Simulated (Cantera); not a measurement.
A Cantera script and what it prints.

```python
import numpy as np
import cantera as ct

gas_names = """
    AL ALH ALN ALO ALOH ALO2 ALO2H AL2 AL2O AL2O2 H HALO HNO HNO2 HNO3 HO2 H2 H2O H2O2 N NH NH2 NH3
    NH2OH NO NO2 NO3 N2 N2H2 N2H4 N2O O OH O2 O3
""".split()
cond_names = """
    AL(cr) AL(L) ALN(s) AL2O3(a) AL2O3(L) H2O(s) H2O(L)
""".split()


# ... load() reads the species with a 1 bar reference pressure and builds the phases ...
atoms = {
    'Al': {'AL': 1},
    'N2O': {'N': 2, 'O': 1},
    'H2': {'H': 2},
}
top_T = {'ALN(s)': 2750}  # K; cautious upper limits of use, not melting points


# ... equilibrate(T, P, feed) seeds the gas with the atoms and calls Mixture.equilibrate('TP', solver="vcs", rtol=1e-11, max_steps=5000) ...
results = []
T = 1200  # K
P = 470  # Pa
for m in [0.7, 0.89, 1.1, 1.4, 1.8, 2.3, 2.9, 3.6, 4.6]:
    feed = {'Al': 1, 'N2O': m, 'H2': 32}  # mol
    mix = equilibrate(T, P, feed)
    results.append((T, P, feed, dict(zip(mix.species_names, mix.species_moles))))

top = {s: max(r[3][s] / sum(r[3][g] for g in gas_names) for r in results) for s in gas_names}
cols = sorted((s for s in top if top[s] > 0.001), key=lambda s: -top[s])[:5]
seen = [c for c in cond_names if any(r[3].get(c, 0) > 1e-12 for r in results)]
print("log10 of partial pressures in bar; condensed amounts in mol")
print(f"{'n(N2O)':>10s}" + "".join(f"{s[:9]:>10s}" for s in cols + seen))
for T, P, feed, n in results:
    ng = sum(n[g] for g in gas_names)
    print(f"{feed['N2O']:10.4g}" + "".join(f"{np.log10(max(n[s] / ng * P / 1e5, 1e-99)):10.3f}" for s in cols)
          + "".join(f"{n.get(c, 0):10.4g}" for c in seen))
```

Result:

```
log10 of partial pressures in bar; condensed amounts in mol
    n(N2O)        H2        N2       H2O    ALN(s)  AL2O3(a)
       0.7    -2.334    -4.202    -9.164    0.5333    0.2333
      0.89    -2.337    -4.006    -9.102    0.4067    0.2967
       1.1    -2.341    -3.861    -9.058    0.2667    0.3667
       1.4    -2.346    -3.716    -9.014   0.06667    0.4667
       1.8    -2.356    -3.602    -4.380         0       0.5
       2.3    -2.369    -3.501    -3.960         0       0.5
       2.9    -2.385    -3.408    -3.725         0       0.5
       3.6    -2.404    -3.323    -3.557         0       0.5
       4.6    -2.430    -3.229    -3.400         0       0.5
```

Method: chemical equilibrium by Gibbs-energy minimisation in Cantera with the NASA 1993 tables (ideal gas, pure condensed phases). Mutual solubility and eutectic melting of coexisting phases are not modelled.
